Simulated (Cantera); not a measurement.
## Thermodynamics of calcination and drying, feed Ca(OH)2 + H2O + H2

Feed: 1 mol Ca(OH)2, 2.9 mol H2O, 0.058 mol H2, held at 130000 Pa.

Equilibrium computed with Cantera from the NASA thermochemical tables; the gas is ideal and each condensed phase is pure. Candidate condensed phases: Ca, CaO, Ca(OH)2, H2O; 14 gas species. Rates play no part.

```tsv
T (°C)	log p H2O	log p H2	n Ca(OH)2(s)	n CaO(s)
302	0.11	-1.59	1.00	0
352	0.11	-1.59	1.00	0
402	0.11	-1.59	1.00	0
452	0.11	-1.59	1.00	0
502	0.11	-1.59	1.00	0
552	0.11	-1.72	0	1.00
602	0.11	-1.72	0	1.00
652	0.11	-1.72	0	1.00
702	0.11	-1.72	0	1.00
```
log p: log10 of the partial pressure in bar; n: condensed amount in mol.

From 302 °C to 502 °C the condensed part is Ca(OH)2(s). From 552 °C to 702 °C the condensed part is CaO(s).
